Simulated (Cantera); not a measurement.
Charge: 1 mol Cu2O, a varied amount of CO, equilibrated at 652 °C and 11.0 mbar.

Method: chemical equilibrium by Gibbs-energy minimisation in Cantera with the NASA 1993 tables (ideal gas, pure condensed phases). Candidate condensed phases: C, Cu, CuO, Cu2O; 15 gas species. The numbers say what is thermodynamically allowed, not how fast it happens.

x: gas mole fraction; n: condensed amount in mol.

| n(CO) (mol) | x CO2 | x CO | n Cu(s) |
|---|---|---|---|
| 1.1 | 0.909 | 0.0909 | 2.00 |
| 1.3 | 0.769 | 0.231 | 2.00 |
| 1.7 | 0.588 | 0.412 | 2.00 |
| 2.1 | 0.476 | 0.524 | 2.00 |
| 2.6 | … | … | 2.00 |
| 3.2 | 0.312 | 0.688 | 2.00 |
| 4 | 0.250 | 0.750 | 2.00 |
| 5 | … | 0.800 | 2.00 |
| 6.3 | 0.159 | 0.841 | 2.00 |
| 7.8 | 0.128 | 0.872 | 2.00 |

### Question
Fill in the missing entries.

### Answer

- 2.6, x CO2: 0.385
- 2.6, x CO: 0.615
- 5, x CO2: 0.200
